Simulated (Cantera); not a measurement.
A freely propagating, adiabatic, planar premixed flame of 12.0 % CH4, 18.5 % O2, 69.5 % N2, unburnt at 475 K and 3750 Torr; mixture-averaged transport, grid criteria slope 0.08 and curve 0.16, no radiation.

Detailed kinetics in Cantera: GRI-Mech 3.0 (53 species, 325 reactions). Burning velocities carry a grid error of a few per cent, more on coarse grids.

x: mole fraction of selected species; z is measured from the peak of heat release.

```json
[
 {"z (mm)": "-0.559", "T (K)": "476", "u (m/s)": "0.266", "x CH4": "0.120", "x O2": "0.185", "x CH2": "<1e-8", "x O": "<1e-8", "x C2H6": "7.70e-8", "x CH2O": "2.65e-7"},
 {"z (mm)": "-0.373", "T (K)": "483", "u (m/s)": "0.271", "x CH4": "0.119", "x O2": "0.183", "x CH2": "<1e-8", "x O": "<1e-8", "x C2H6": "1.52e-6", "x CH2O": "4.53e-6"},
 {"z (mm)": "-0.279", "T (K)": "511", "u (m/s)": "0.289", "x CH4": "0.116", "x O2": "0.181", "x CH2": "<1e-8", "x O": "<1e-8", "x C2H6": "1.07e-5", "x CH2O": "2.83e-5"},
 {"z (mm)": "-0.186", "T (K)": "653", "u (m/s)": "0.372", "x CH4": "0.105", "x O2": "0.169", "x CH2": "<1e-8", "x O": "<1e-8", "x C2H6": "0.000106", "x CH2O": "0.000226"},
 {"z (mm)": "-0.0931", "T (K)": "1155", "u (m/s)": "0.672", "x CH4": "0.0687", "x O2": "0.120", "x CH2": "<1e-8", "x O": "1.10e-6", "x C2H6": "0.000824", "x CH2O": "0.00116"},
 {"z (mm)": "-0.0466", "T (K)": "1564", "u (m/s)": "0.919", "x CH4": "0.0373", "x O2": "0.0744", "x CH2": "?", "x O": "1.72e-5", "x C2H6": "0.00111", "x CH2O": "0.00110"},
 {"z (mm)": "0", "T (K)": "1931", "u (m/s)": "1.14", "x CH4": "0.0102", "x O2": "0.0284", "x CH2": "?", "x O": "7.79e-5", "x C2H6": "0.000188", "x CH2O": "0.000368"},
 {"z (mm)": "0.0466", "T (K)": "2097", "u (m/s)": "1.24", "x CH4": "0.00164", "x O2": "0.00699", "x CH2": "?", "x O": "8.21e-5", "x C2H6": "5.66e-6", "x CH2O": "8.95e-5"},
 {"z (mm)": "0.0931", "T (K)": "2143", "u (m/s)": "1.27", "x CH4": "0.000323", "x O2": "0.00161", "x CH2": "?", "x O": "5.40e-5", "x C2H6": "2.27e-7", "x CH2O": "2.04e-5"},
 {"z (mm)": "0.186", "T (K)": "2164", "u (m/s)": "1.28", "x CH4": "3.28e-5", "x O2": "0.000156", "x CH2": "?", "x O": "2.81e-5", "x C2H6": "<1e-8", "x CH2O": "1.82e-6"},
 {"z (mm)": "0.373", "T (K)": "2175", "u (m/s)": "1.28", "x CH4": "2.44e-6", "x O2": "2.68e-5", "x CH2": "?", "x O": "1.28e-5", "x C2H6": "<1e-8", "x CH2O": "9.92e-8"},
 {"z (mm)": "0.745", "T (K)": "2181", "u (m/s)": "1.29", "x CH4": "2.02e-7", "x O2": "1.03e-5", "x CH2": "<1e-8", "x O": "5.33e-6", "x C2H6": "<1e-8", "x CH2O": "1.03e-8"},
 {"z (mm)": "1.49", "T (K)": "2184", "u (m/s)": "1.29", "x CH4": "1.34e-8", "x O2": "5.08e-6", "x CH2": "<1e-8", "x O": "2.74e-6", "x C2H6": "<1e-8", "x CH2O": "<1e-8"}
]
```

Problem. Some entries are withheld; supply them.

Solution. 
- -0.0466, x CH2: 1.11e-6
- 0, x CH2: 2.56e-5
- 0.0466, x CH2: 2.85e-5
- 0.0931, x CH2: 8.81e-6
- 0.186, x CH2: 8.09e-7
- 0.373, x CH2: 3.69e-8
